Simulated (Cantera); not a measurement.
Charge: 1 mol SiO₂, 0.66 mol CH₄, 7.4 mol N₂, at 1748.15 K and 1.00 Torr.

Equilibrium computed with Cantera from the NASA thermochemical tables; the gas is ideal and each condensed phase is pure. Candidate condensed phases: C, C₆H₆, C₇H₈, C₈H₁₈, H₂O, Si, SiC, SiO₂, Si₂N₂O, Si₃N₄; 151 gas species. The tables hold silica as quartz up to 1696 K and as liquid above; real silica turns to tridymite and cristobalite and melts near 1996 K. The numbers say what is thermodynamically allowed, not how fast it happens.

Base state: N₂ 0.735, H₂ 0.129, SiO 0.0669, CO 0.0654, H 0.00225, H₂O 0.00112, CO₂ 0.000157 (mole fractions); condensed: SiO₂(condensed).

### Question
What changes in the equilibrium state with this change: temperature from 1748.15 K to 1773 K?

### Answer
```tsv
species	before	after
N₂	0.735	0.734
H₂	0.129	0.128
SiO	0.0669	0.0676
CO	0.0654	0.0653
H₂O	0.00112	0.00182
CO₂	0.000157	0.000251
H	0.00225	0.00279
SiO₂(condensed), mol	0.327	0.319
```
